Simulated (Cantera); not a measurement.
Feed: 1 mol MgO, a varied amount of H2S, 0.52 mol N2, at 1525 K and 0.0120 bar.

Cantera equilibrium calculation (NASA polynomials, part measured and part estimated; ideal gas, pure solids and liquids). Candidate condensed phases: H2O, H2SO4, Mg, MgO, Mg(OH)2, MgS, MgSO4, S; 43 gas species. Mutual solubility and eutectic melting of coexisting phases are not modelled. Rates play no part.

x: gas mole fraction; n: condensed amount in mol.

```tsv
n(H2S) (mol)	x N2	x H2	x S2	x H2S	x H2O	n MgO(s)	n MgS(s)
0.051	0.874	0.0788	0.0391	0.00551	0.000908	0.999	?
0.065	0.846	0.0964	0.0478	0.00745	0.00123	0.999	?
0.084	0.810	0.118	0.0587	0.0101	0.00167	0.999	?
0.11	0.765	0.145	0.0719	0.0137	0.00226	0.998	?
0.14	0.720	0.172	0.0854	0.0177	0.00293	0.998	?
0.18	0.667	0.203	0.101	0.0228	0.00375	0.997	?
0.23	0.611	0.236	0.117	0.0285	0.00469	0.996	?
0.29	0.555	0.268	0.133	0.0345	0.00569	0.995	?
0.37	0.495	0.302	0.150	0.0414	0.00682	0.993	?
0.48	0.431	0.339	0.168	0.0491	0.00809	0.990	?
0.62	0.370	0.373	0.185	0.0567	0.00936	0.987	?
0.79	0.316	0.404	0.200	0.0638	0.0105	0.983	?
```

Problem. What belongs in the gaps?

Solution. 
- 0.051, n MgS(s): 0.000539
- 0.065, n MgS(s): 0.000757
- 0.084, n MgS(s): 0.00108
- 0.11, n MgS(s): 0.00155
- 0.14, n MgS(s): 0.00213
- 0.18, n MgS(s): 0.00295
- 0.23, n MgS(s): 0.00402
- 0.29, n MgS(s): 0.00537
- 0.37, n MgS(s): 0.00721
- 0.48, n MgS(s): 0.00983
- 0.62, n MgS(s): 0.0132
- 0.79, n MgS(s): 0.0174
